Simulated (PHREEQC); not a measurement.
Ultrapure water in contact with air or piping: speciation

A made-up water analysis in mmol/kgw, 20 °C, pH 5.77, pe -0.8:

| constituent | mmol/kgw |
|---|---|
| Na | 0.00115 |
| K | 0.000279 |
| Ca | 0.000547 |
| Mg | 0.00018 |
| Cl | 0.000349 |
| S(6) | 0.000694 |
| Alkalinity (meq/kgw) | 0.00142 |
| Si | 1.03e-06 |

Valence states are taken as typed.

Model: ion-association model, phreeqc.dat, run in PHREEQC.

No solid was allowed to form.

**Question.** What ionic strength does the model give?

**Answer.** ionic strength 6.14e-6 mol/kgw.

**Question.** In which forms is C present?

**Answer.** CO2 80 %, HCO3- 20 % of the C.

Complexes and solids missing from the database can't appear.
